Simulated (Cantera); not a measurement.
Input (Python, Cantera):

```python
import numpy as np
import cantera as ct

gas = ct.Solution("gri30.yaml")
gas.TPX = 1450, 1333, {'CH4': 1, 'N2': 75}
reactor = ct.IdealGasConstPressureReactor(gas, energy="off", clone=False)
net = ct.ReactorNet([reactor])
net.rtol, net.atol = 1e-08, 1e-18
show = ['CH4', 'C2H2', 'C2H6', 'H', 'C2H', 'H2', 'CH2']
times = np.geomspace(3e-05, 10, 12)

steps = ct.SolutionArray(gas, extra=["t"])
rows = []
print(f"{'t/s':>10s}{'T/K':>9s}{'P/Pa':>11s}" + "".join(f"{s:>11s}" for s in show))
for t in times:
    while net.time < t:
        t_next = net.step()
        steps.append(gas.state, t=t_next)
    rows.append([np.interp(t, steps.t, y) for y in (steps.T, steps.P, *steps(*show).X.T)])
    print(f"{t:10.3e}{rows[-1][0]:9.1f}{rows[-1][1]:11.4g}" + "".join(f"{x:11.3e}" for x in rows[-1][2:]))
rate = np.gradient(steps.T, steps.t)
print("integrator steps:", len(steps.t))
if steps.T.max() > steps.T[0] + 200:
    print(f"time of steepest temperature rise: {steps.t[rate.argmax()]:.4e} s")
gas.TPX = 1450, 1333, {'CH4': 1, 'N2': 75}
gas.equilibrate("TP")
print(f"equilibrium (TP): T = {gas.T:.1f} K  " + "  ".join(f"{s} {gas[s].X[0]:.3e}" for s in show))
```

It prints:

```
       t/s      T/K       P/Pa        CH4       C2H2       C2H6          H        C2H         H2        CH2
 3.000e-05   1450.0       1333  1.316e-02  2.332e-25  9.135e-20  5.732e-10  2.359e-36  2.590e-11  5.039e-19
 9.532e-05   1450.0       1333  1.316e-02  1.911e-23  3.286e-18  1.659e-09  1.648e-33  2.449e-10  1.507e-17
 3.029e-04   1450.0       1333  1.316e-02  2.780e-21  1.398e-16  3.998e-09  1.654e-30  2.050e-09  4.263e-16
 9.624e-04   1450.0       1333  1.316e-02  6.431e-19  6.874e-15  6.371e-09  2.005e-27  1.285e-08  8.607e-15
 3.058e-03   1450.0       1333  1.316e-02  1.193e-16  2.966e-13  6.766e-09  1.381e-24  5.430e-08  8.860e-14
 9.717e-03   1450.0       1333  1.316e-02  1.550e-14  1.030e-11  6.771e-09  6.007e-22  1.873e-07  6.451e-13
 3.087e-02   1450.0       1333  1.316e-02  1.703e-12  3.045e-10  6.809e-09  2.129e-19  6.109e-07  5.143e-12
 9.810e-02   1450.0       1333  1.315e-02  1.788e-10  7.164e-09  7.199e-09  7.041e-17  1.991e-06  4.636e-11
 3.117e-01   1450.0       1333  1.314e-02  1.849e-08  1.143e-07  1.110e-08  1.977e-14  7.468e-06  4.273e-10
 9.905e-01   1450.0       1333  1.308e-02  1.881e-06  1.225e-06  5.137e-08  2.205e-12  5.824e-05  3.547e-09
 3.147e+00   1450.0       1333  1.227e-02  1.499e-04  6.436e-06  5.454e-07  1.131e-10  9.870e-04  1.732e-08
 1.000e+01   1450.0       1333  8.897e-03  1.864e-03  3.636e-06  2.304e-06  9.719e-10  6.036e-03  1.522e-08
integrator steps: 685
equilibrium (TP): T = 1450.0 K  CH4 1.350e-06  C2H2 6.348e-04  C2H6 2.590e-13  H 1.151e-05  C2H 5.126e-10  H2 1.947e-02  CH2 7.361e-12
```

Cantera simulation using GRI-Mech 3.0 (53 species, 325 reactions); the numbers are that mechanism's predictions, not measurements. GRI-Mech 3.0 stops at C3 and has no aromatics, soot or wall deposition, so with more carbon than oxygen in the feed, carbon stays in small species such as C2H2 where larger ones or solid carbon would form. Radical loss at walls, strong at low pressure, is not modelled.
